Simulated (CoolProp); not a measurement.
Vapour-liquid equilibrium of propane (1) + R236EA (2) at 0.889 MPa; x and y are mole fractions of (1).

Computed with CoolProp (multi-fluid Helmholtz-energy mixture model, Lemmon 2009 and Rui 2013; pair parameters Bell 2016).

| x | bubble temperature (K) | y at the bubble point | dew temperature at overall composition x (K) | liquid density (mol/L) |
|---|---|---|---|---|
| 0.05 | 337.7 | 0.232 | 346.0 | 8.482 |
| 0.125 | 324.7 | 0.473 | 342.7 | 8.849 |
| 0.2 | 315.5 | 0.611 | 339.2 | 9.127 |
| 0.275 | 309.6 | 0.689 | 335.5 | 9.335 |
| 0.35 | 305.7 | 0.736 | 331.7 | 9.501 |
| 0.425 | 303.2 | 0.766 | 327.5 | 9.645 |
| 0.5 | 301.4 | 0.789 | 323.0 | 9.784 |
| 0.575 | 300.0 | 0.808 | 318.1 | 9.931 |
| 0.65 | 298.9 | 0.826 | 312.6 | 10.10 |
| 0.725 | 297.9 | 0.847 | 306.6 | 10.29 |
| 0.8 | 296.9 | 0.872 | 300.6 | 10.51 |
| 0.875 | 296.1 | 0.907 | 296.9 | 10.76 |
| 0.95 | 295.6 | 0.955 | 295.6 | 11.05 |

No azeotrope shows between x = 0.05 and 0.95.

The pair parameters rest on a limited set of measurements; away from them the model extrapolates. With so large a gap from Raoult's law the liquid may split in two, which this calculation doesn't test in full.
